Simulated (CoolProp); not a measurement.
CH3F (R41) along the isotherm 425 K: density (kg/m³) from the reference equation and from simpler models built on Tc = 317.3 K, pc = 5906 kPa, ω = 0.200; each cubic takes its own stable root.

Model: reference Helmholtz-energy equation of state, Lemmon 2006, in CoolProp. It is a short technical equation, of lower accuracy than the large ones.

| p (kPa) | phase | reference |
|---|---|---|
| 2460 | gas | 25.23 |
| 4920 | gas | 53.89 |
| 7380 | supercritical | 86.45 |
| 9840 | supercritical | 123.2 |
| 12300 | supercritical | 164.0 |
| 14800 | supercritical | 208.4 |
| 17200 | supercritical | 251.5 |
| 19700 | supercritical | 294.3 |
| 22100 | supercritical | 331.4 |
| 24600 | supercritical | 365.3 |
| 27100 | supercritical | 394.5 |
| 29500 | supercritical | 418.8 |

Q: How far does each simpler model (ideal gas, Soave-Redlich-Kwong, Peng-Robinson) lie from the reference over these 12 states: mean and median of the absolute difference, and the worst?

A: 
- ideal gas: mean 27.1 %, median 31.9 %, worst -35.8 % at 425 K and 22100 kPa
- Soave-Redlich-Kwong: mean 11.8 %, median 13.0 %, worst -19.2 % at 425 K and 29500 kPa
- Peng-Robinson: mean 7.3 %, median 8.1 %, worst -13.0 % at 425 K and 27100 kPa
